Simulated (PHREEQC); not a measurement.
Solution (25 °C): 19 mmol/kgw CuSO4 and 0.21 mmol/kgw Na2SO4. Closed to the air; pH follows from the charge balance.

Equilibrium calculation in PHREEQC: ion-association model, wateq4f.dat.

No solid was allowed to form.

### Question
Order these Cu species by the share of Cu that they hold, largest first: CuSO4, Cu2(OH)2+2, Cu+2.

### Answer
Cu+2 (64 %), CuSO4 (36 %), Cu2(OH)2+2 (0.13 %)

The pH is 4.79 and the ionic strength 0.0493 mol/kgw. Examples of supersaturated solids here: Antlerite, Brochantite. Others may be too. Complexes and solids missing from the database can't appear.
